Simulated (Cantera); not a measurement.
## Equilibrium for carbothermic reduction: Ta2O5 + CH4 + CO

Charge: 1 mol Ta2O5, 1.7 mol CH4, 1.3 mol CO, equilibrated at 2450 K.

Method: chemical equilibrium by Gibbs-energy minimisation in Cantera with the NASA 1993 tables (ideal gas, pure condensed phases). Candidate condensed phases: C, C6H6, C7H8, C8H18, H2O, Ta, TaC, Ta2O5; 113 gas species. Mutual solubility and eutectic melting of coexisting phases are not modelled. TaC: taken at fixed stoichiometry. Condensed phases not in the tables: Ta2C, N, O or C dissolved in the metal. Rates play no part.

```csv
P (Pa),x H2,x H,x CO,x TaO2,x TaO,n Ta(s),n Ta2O5(l),n TaC(s)
10,0.0595,0.490,0.269,0.114,0.0649,0,0,0
36,0.133,0.386,0.288,0.124,0.0684,0,0,0
130,0.224,0.263,0.314,0.148,0.0491,0.125,0,0
460,0.344,0.174,0.382,0.0790,0.0191,0.476,0.377,0
1700,0.436,0.102,0.432,0.0214,0.00517,0.639,0.588,0
6000,0.480,0.0568,0.451,0.00605,0.00146,0.677,0.637,0
22000,0.503,0.0304,0.460,0.00165,0.000399,0.687,0.650,0
77000,0.558,0.0171,0.420,0.000457,0.000104,0,0.752,0.493
280000,0.563,0.00901,0.421,0.000104,1.64e-5,0,0.751,0.497
1000000,0.564,0.00477,0.421,2.44e-5,2.66e-6,0,0.749,0.502
```
x: gas mole fraction; n: condensed amount in mol.

From 0.000100 bar to 0.000360 bar nothing is condensed. At 0.00130 bar the condensed part is Ta(s). From 0.00460 bar to 0.220 bar the condensed part is Ta(s) + Ta2O5(l). From 0.770 bar to 10.0 bar the condensed part is TaC(s) + Ta2O5(l). The main Ta-bearing gas is TaO2 throughout.
